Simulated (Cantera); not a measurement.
## Thermodynamics of abatement and gas-phase synthesis, feed HCl + O2 + H2

Input: 1 mol HCl, 0.03 mol O2, 0.06 mol H2, at 1330 Pa.

Method: chemical equilibrium by Gibbs-energy minimisation in Cantera with the NASA 1993 tables (ideal gas, pure condensed phases). Candidate condensed phases: H2O; 14 gas species. Kinetics and transport are ignored.

```tsv
T (°C)	log p HCl	log p Cl	log p H	log p H2	log p H2O
1852	-1.97	-2.92	-4.06	-3.25	-3.15
1902	-1.98	-2.84	-3.90	-3.18	-3.16
1952	-2.00	-2.77	-3.74	-3.11	-3.17
2002	-2.02	-2.71	-3.60	-3.05	-3.19
2052	-2.04	-2.64	-3.46	-3.00	-3.20
2102	-2.07	-2.59	-3.33	-2.96	-3.22
2152	-2.10	-2.54	-3.21	-2.92	-3.24
2202	-2.13	-2.49	-3.09	-2.89	-3.27
2252	-2.17	-2.44	-2.98	-2.86	-3.31
2302	-2.22	-2.41	-2.88	-2.85	-3.36
2352	-2.26	-2.37	-2.79	-2.84	-3.41
2402	-2.32	-2.34	-2.71	-2.84	-3.48
```
log p: log10 of the partial pressure in bar; nothing condenses.

From 1852 °C to 2402 °C nothing is condensed.
